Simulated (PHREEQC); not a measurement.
PHREEQC input (Pitzer model, pitzer.dat):

```
SOLUTION 1
  temp 30
  units mol/kgw
  pH 7 charge
  S(6) 0.0017
  Ca 0.0017
  Br 0.68
  Mg 0.34
  Cl 0.013
  K 0.013
END
USE solution 1
INCREMENTAL_REACTIONS false
REACTION 1
  H2O -1
  0 9.886 18.011 24.689 30.178 34.689 38.397 41.444
  43.949 46.007 moles
EQUILIBRIUM_PHASES 1
  Arcanite 0 0
  Bischofite 0 0
  Brucite 0 0
  Carnallite 0 0
  Epsomite 0 0
  Gypsum 0 0
  Anhydrite 0 0
  Hexahydrite 0 0
  Kainite 0 0
  Kieserite 0 0
  Leonite 0 0
  Misenite 0 0
  Polyhalite 0 0
  Portlandite 0 0
  Schoenite 0 0
  Sylvite 0 0
  Syngenite 0 0
  MgCl2_4H2O 0 0
SELECTED_OUTPUT 1
  -reset false
  -pH true
  -pe true
  -ionic_strength true
  -water true
  -activities H2O
  -totals Br Ca Cl K Mg S
  -molalities H+ K+ Mg+2 Ca+2 Cl- SO4-2 Br- OH- HSO4- MgOH+
  -equilibrium_phases Arcanite Bischofite Brucite Carnallite Epsomite Gypsum Anhydrite Hexahydrite Kainite Kieserite
    Leonite Misenite Polyhalite Portlandite Schoenite Sylvite Syngenite MgCl2_4H2O
PRINT
  -reset false
END
```

Selected output (columns that matter, 10 of 10 rows; water left (kg) added in front):

```
water left (kg)	pH	mu	Br	Ca	Cl	K	Mg	S	m_H+	m_K+	m_Mg+2	m_Ca+2	m_Cl-	la_H2O
1	6.1786	1.0398	0.68	0.0017	0.013	0.013	0.34	0.0017	7.1501e-07	0.013	0.34	0.0017	0.013	-0.007734
0.821894	6.1089	1.2651	0.82736	0.0020684	0.015817	0.015817	0.41368	0.0020684	7.867e-07	0.015817	0.41368	0.0020684	0.015817	-0.0096646
0.675514	6.0292	1.5393	1.0066	0.0025166	0.019245	0.019245	0.50332	0.0025166	8.6886e-07	0.019245	0.50332	0.0025166	0.019245	-0.012159
0.555203	5.9369	1.8728	1.2248	0.0030619	0.023415	0.023415	0.61239	0.0030619	9.6395e-07	0.023415	0.61239	0.0030619	0.023415	-0.015421
0.456313	5.8286	2.2787	1.4902	0.0037255	0.028489	0.028489	0.7451	0.0037255	1.0754e-06	0.028489	0.7451	0.0037255	0.028489	-0.019748
0.375043	5.7	2.7725	1.8131	0.0045328	0.034663	0.034663	0.90656	0.0045328	1.208e-06	0.034663	0.90656	0.0045328	0.034663	-0.025571
0.30824	5.5457	3.3733	2.2061	0.0055152	0.042175	0.042175	1.103	0.0055152	1.3683e-06	0.042175	1.103	0.0055152	0.042175	-0.03353
0.253345	5.3587	4.1043	2.6841	0.0067102	0.051313	0.051313	1.342	0.0067102	1.565e-06	0.051313	1.342	0.0067102	0.051313	-0.044563
0.208215	5.1305	4.9939	3.2659	0.0081646	0.062436	0.062436	1.6329	0.0081646	1.8103e-06	0.062436	1.6329	0.0081646	0.062436	-0.06007
0.171138	4.8505	6.0758	3.9734	0.0099335	0.075962	0.075962	1.9867	0.0099335	2.1187e-06	0.075962	1.9867	0.0099335	0.075962	-0.082113
```

Complexes and solids missing from the database can't appear.
